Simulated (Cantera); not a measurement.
# Hydrocarbon pyrolysis for carbon deposition

A perfectly stirred reactor is fed with CH4 : N2 = 1 : 22 (molar parts), at 0.0503 atm; it is held at 1625 K, and followed from long to short residence time.

Model: GRI-Mech 3.0 (53 species, 325 reactions), integrated in Cantera. GRI-Mech 3.0 stops at C3 and has no aromatics, soot or wall deposition, so with more carbon than oxygen in the feed, carbon stays in small species such as C2H2 where larger ones or solid carbon would form.

```tsv
τ (s)	x CH4	x CH3	x C2H2	x C2H6	x H
6.3	0.00588	0.000111	0.0179	1.24e-6	5.09e-5
2.1	0.0107	0.000182	0.0155	3.45e-6	4.03e-5
0.70	0.0180	0.000279	0.0118	8.56e-6	2.88e-5
0.23	0.0273	0.000388	0.00686	1.75e-5	1.74e-5
0.077	0.0362	0.000444	0.00225	2.39e-5	7.26e-6
0.025	0.0422	0.000303	0.000153	1.12e-5	1.24e-6
0.0085	0.0433	0.000121	2.86e-6	1.63e-6	2.37e-7
0.0028	0.0434	4.08e-5	3.50e-8	1.46e-7	1.34e-7
0.00093	0.0435	1.35e-5	4.21e-10	9.69e-9	1.22e-7
```
x: mole fraction; the columns are a selection and need not sum to one.
